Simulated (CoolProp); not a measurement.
The numbers come from the reference Helmholtz-energy equation of state, Gao 2022 in CoolProp.

Problem. For n-perfluorohexane, give the phase and the cp (kJ/(kg K)), speed of sound (m/s), isothermal compressibility (1/MPa), expansivity (1/kK) at 176.85 °C and 1.24 MPa; 176.85 °C and 7.46 MPa.

Solution. 
- 176.85 °C and 1.24 MPa: gas; cp 1.16, speed of sound 72.5, isothermal compressibility 1.33, expansivity 8.36
- 176.85 °C and 7.46 MPa: supercritical; cp 1.22, speed of sound 234, isothermal compressibility 0.0176, expansivity 3.07
